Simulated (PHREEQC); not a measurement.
Make-up at 77 °C: 0.0077 mol/kgw HBr, 0.016 mol/kgw AlCl3 and 0.016 mol/kgw CuCl2. Closed to the air; pH follows from the charge balance.

Model: ion-association model, phreeqc.dat, run in PHREEQC.

This is a speciation only: nothing precipitates in the calculation.

Problem. Order these Cl species by the share of Cl that they hold, largest first: CuCl2, CuCl+, Cl-.

Solution. Cl- (92 %), CuCl+ (7.2 %), CuCl2 (0.46 %)

The pH is 2.20 and the ionic strength 0.139 mol/kgw. Away from 25 °C the constants follow the database's enthalpies or fits; those with neither stay at their 25 °C values.
